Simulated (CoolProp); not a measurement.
The numbers come from the reference Helmholtz-energy equation of state, Lemmon 2006 in CoolProp. It is a short technical equation, of lower accuracy than the large ones.

Question: For C2F6 (R116), give the phase and the cp (kJ/(kg K)) at 409.5 K and 0.206 MPa.

Answer: 
- 409.5 K and 0.206 MPa: gas; cp 0.925
